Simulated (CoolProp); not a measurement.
A Linde-Hampson liquefier for CF4 (R14): isothermal reversible compression at 290 K from 1 atm to 15 MPa, throttling to 1 atm, return gas leaving the recuperator 0 K below the feed. Each further row changes one setting.

Model: reference Helmholtz-energy equation of state, Platzer 1990, in CoolProp. This equation is an older, rougher fit; its heat capacities, sound speeds and derivatives of the liquid may be far off and weren't checked against measurements.

| case | liquid yield per pass | compression work (kJ/kg of gas) |
|---|---|---|
| as stated | ___ | 122 |
| high pressure 30 MPa | ___ | ___ |
| warm-end temperature 320 K | ___ | ___ |
| warm-end gap 5 K | ___ | 122 |

Complete the blanks.


- as stated, liquid yield per pass: 0.275
- high pressure 30 MPa, liquid yield per pass: 0.318
- high pressure 30 MPa, compression work (kJ/kg of gas): 138
- warm-end temperature 320 K, liquid yield per pass: 0.197
- warm-end temperature 320 K, compression work (kJ/kg of gas): 141
- warm-end gap 5 K, liquid yield per pass: 0.264
